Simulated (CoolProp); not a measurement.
Properties of 1,2-dichloroethane along the isotherm 226.85 °C.

Computed with CoolProp (reference Helmholtz-energy equation of state, Thol 2015).

```csv
p (MPa),phase,density (kg/m³),cp (kJ/(kg K)),cv (kJ/(kg K))
0.0248,gas,0.5918,1.040,0.9546
0.0564,gas,1.350,?,?
0.128,gas,3.086,1.045,0.9566
0.292,gas,7.158,1.056,?
0.665,gas,16.99,1.083,0.9680
1.51,gas,43.28,?,?
3.44,liquid,?,1.692,1.057
7.84,liquid,907.9,1.600,1.046
```

Problem. Fill in the missing entries.

Solution. 
- 0.0564, cp (kJ/(kg K)): 1.041
- 0.0564, cv (kJ/(kg K)): 0.9552
- 0.292, cv (kJ/(kg K)): 0.9599
- 1.51, cp (kJ/(kg K)): 1.178
- 1.51, cv (kJ/(kg K)): 0.9906
- 3.44, density (kg/m³): 877.7
